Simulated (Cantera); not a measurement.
# Thermodynamics of silicon nitride deposition, feed SiHCl3 + N2 + H2

Feed: 1 mol SiHCl3, 2.6 mol N2, 1.8 mol H2, held at 1.33 mbar.

Cantera equilibrium calculation (NASA polynomials, part measured and part estimated; ideal gas, pure solids and liquids). Candidate condensed phases: NH4Cl, Si, Si3N4; 28 gas species. N2 is the only nitrogen source here; it is nearly inert below about 1500 K, so the nitride shown seldom forms there in practice. The tables' values for SiCl3 are old estimates; treat these amounts as uncertain. Equilibrium is a limit: real reactors are often held back by kinetics, nucleation or transport.

```tsv
T (K)	x HCl	x N2	x H2	x SiCl2	x SiCl4	x SiCl3	x SiHCl3	x Cl	n Si3N4(s)
823	0.352	0.372	0.231	9.66e-9	0.0447	2.19e-6	3.54e-5	1.50e-10	0.249
898	0.371	0.368	0.221	2.91e-7	0.0397	1.54e-5	6.58e-5	2.31e-9	0.258
973	0.386	0.365	0.213	5.12e-6	0.0356	7.97e-5	0.000110	2.34e-8	0.266
1048	0.399	0.363	0.206	5.90e-5	0.0322	0.000322	0.000170	1.70e-7	0.271
1123	0.408	0.361	0.201	0.000483	0.0289	0.00106	0.000245	9.42e-7	0.275
1198	0.411	0.360	0.198	0.00294	0.0250	0.00288	0.000323	4.18e-6	0.274
1273	0.401	0.361	0.199	0.0132	0.0185	0.00611	0.000367	1.49e-5	0.260
1348	0.364	0.368	0.209	0.0405	0.00949	0.00875	0.000309	4.20e-5	0.218
1423	0.297	0.380	0.231	0.0814	0.00289	0.00771	0.000175	9.20e-5	0.147
```
x: gas mole fraction; n: condensed amount in mol.

From 823 K to 1423 K the condensed part is Si3N4(s). The main Si-bearing gas is SiCl4 at 823 K and SiCl2 at 1423 K. The share of Si in condensed phases is highest at 1123 K (82.6 %) and lowest at 1423 K (44.1 %).
